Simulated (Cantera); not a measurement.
Feed: 1 mol SiH4, 45 mol NH3, equilibrated at 1550 °C and 0.0160 bar.

These are equilibrium values from Cantera (NASA tables, ideal gas, pure condensed phases), not measurements of a reactor. Candidate condensed phases: Si, Si3N4; 18 gas species. Gases not in the tables: Si2H6 and higher silanes. The numbers say what is thermodynamically allowed, not how fast it happens.

Problem. What is the equilibrium state?

Solution. 
| Property | Value |
|---|---|
| x(H2) | 0.753 |
| x(N2) | 0.244 |
| x(H) | 0.00297 |
| x(Si) | 0.000277 |
| x(SiH) | 3.24e-5 |
| x(SiH2) | 2.65e-5 |
| x(Si2N) | 1.12e-5 |
| x(SiN) | 7.16e-6 |
| x(Si2) | 1.79e-6 |
| n(Si(l)) | 0.966 mol |
| gas amount | 92.17 mol |
